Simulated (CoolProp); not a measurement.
Properties of c-C4F8 (RC318) at several states (Tc = 115.2 °C, pc = 2.778 MPa, ω = 0.355).

Computed with CoolProp (reference Helmholtz-energy equation of state, Platzer 1990). This equation is an older, rougher fit.

| T (°C) | p (MPa) | phase | density (kg/m³) | speed of sound (m/s) | conductivity (mW/(m K)) | Prandtl number |
|---|---|---|---|---|---|---|
| 191.55 | 0.0643 | gas | 3.342 | 141.5 | 23.6 | ? |
| 31.75 | 0.0898 | gas | 7.264 | ? | 12.5 | 0.742 |
| 160.75 | 0.0385 | gas | 2.141 | 136.9 | 21.4 | ? |
| 70.55 | 0.0172 | gas | 1.208 | 122.2 | 15.2 | ? |

Q: Some entries are withheld; supply them.

A: 
- 191.55, Prandtl number: 0.755
- 31.75, speed of sound (m/s): 113.1
- 160.75, Prandtl number: 0.753
- 70.55, Prandtl number: 0.746

Viscosity comes from a separate model (Huber 2003), an estimate that may be off by 10 % or more. Thermal conductivity comes from a separate model (Huber 2003), an estimate that may be off by 10 % or more.
